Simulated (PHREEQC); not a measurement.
0.027 g of hydrous ferric oxide (600 m²/g; 0.2 weak and 0.005 strong sites per Fe, Dzombak-Morel constants, diffuse double layer) in 1 kg of water with 0.05 mol/kgw of an inert sodium salt and 4.3e-05 mol/kgw BaCl2 and 2.6e-07 mol/kgw CaCl2, at 25 °C; the pH is set by adding NaOH or the inert anion's acid. O2 is buffered at 0.21 atm. CO2 from the air is kept out. No solid was allowed to form.

The series has 13 steps of pH, from 4 to 10.

Computed with PHREEQC (ion-association model, wateq4f.dat).

Task: Near which pH is half of the Ca sorbed, and on which side is more sorbed?

Result: Near pH 9.5, with more sorbed at higher pH.
